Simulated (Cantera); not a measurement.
Feed: 1 mol Si3N4, 600 mol H2, equilibrated at 6.00e-5 bar.

Cantera equilibrium calculation (NASA polynomials, part measured and part estimated; ideal gas, pure solids and liquids). Candidate condensed phases: Si, Si3N4; 18 gas species. Rates play no part. All values below are at 1227 °C.

Base state: H2 0.994, N2 0.00332, H 0.00227, Si 0.000175 (mole fractions); condensed: Si(s).

### Question
What changes in the equilibrium state with this change: Si3N4 replaced by AlN?

### Answer
```json
[
 {"species": "H2", "before": "0.994", "after": "0.995"},
 {"species": "H", "before": "0.00227", "after": "0.00227"},
 {"species": "Al", "before": "0", "after": "0.00165"},
 {"species": "N2", "before": "0.00332", "after": "0.000830"},
 {"species": "Si", "before": "0.000175", "after": "0"},
 {"species": "AlH", "before": "0", "after": "1.53e-5"},
 {"species": "Si(s), mol", "before": "2.89", "after": "0"}
]
```
Further candidate phases: Al, AlN.

### Question
What changes in the equilibrium state with this change: pressure from 6.00e-5 bar to 0.0133 bar?

### Answer
```json
[
 {"species": "H2", "before": "0.994", "after": "0.997"},
 {"species": "N2", "before": "0.00332", "after": "0.00332"},
 {"species": "H", "before": "0.00227", "after": "0.000152"},
 {"species": "Si", "before": "0.000175", "after": "7.89e-7"},
 {"species": "Si(s), mol", "before": "2.89", "after": "3.00"}
]
```
